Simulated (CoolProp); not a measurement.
Vapour-liquid equilibrium of R125 (1) + R134a (2) at 160 kPa; x and y are mole fractions of (1).

Values from CoolProp's multi-fluid Helmholtz-energy mixture model, Lemmon 2005 and Tillner-Roth 1994; pair parameters Lemmon 2004.

| x | bubble temperature (K) | y at the bubble point | dew temperature at overall composition x (K) | liquid density (mol/L) |
|---|---|---|---|---|
| 0.05 | 255.7 | 0.116 | 256.8 | 13.15 |
| 0.125 | 253.2 | 0.263 | 255.6 | 13.10 |
| 0.2 | 250.9 | 0.386 | 254.3 | 13.05 |
| 0.275 | 248.8 | 0.489 | 253.0 | 12.99 |
| 0.35 | 246.9 | 0.577 | 251.6 | 12.93 |
| 0.425 | 245.1 | 0.652 | 250.1 | 12.87 |
| 0.5 | 243.5 | 0.717 | 248.6 | 12.80 |
| 0.575 | 242.0 | 0.775 | 246.9 | 12.73 |
| 0.65 | 240.5 | 0.825 | 245.2 | 12.66 |
| 0.725 | 239.2 | 0.870 | 243.3 | 12.59 |
| 0.8 | 237.9 | 0.910 | 241.3 | 12.51 |
| 0.875 | 236.7 | 0.946 | 239.0 | 12.44 |
| 0.95 | 235.6 | 0.980 | 236.6 | 12.36 |

No azeotrope shows between x = 0.05 and 0.95.

Pair parameters are fitted to limited data, so mixtures are less certain than the pure fluids.
